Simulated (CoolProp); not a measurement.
Propane at 344.65 K and 13 MPa flows at 0.73 m/s in a round tube of 50 mm bore and 1.5 µm roughness, fully developed (64/Re and Nu = 3.66 if laminar; Colebrook and Gnielinski if turbulent). Each further row changes one setting.

The numbers come from the reference Helmholtz-energy equation of state, Lemmon 2009 in CoolProp.

| case | Reynolds number | Darcy friction factor | pressure drop (Pa/m) | heat-transfer coefficient (W/(m² K)) | mass flow (kg/h) |
|---|---|---|---|---|---|
| as stated | 209000 | 0.0157 | 38.7 | 1240 | 2380 |
| velocity 1.46 m/s | 419000 | 0.0140 | 137 | 2250 | 4750 |
| diameter 100 mm | 419000 | 0.0138 | 16.9 | 1110 | 9510 |

Viscosity comes from a separate model (Vogel 1998). Thermal conductivity comes from a separate model (Marsh 2002).
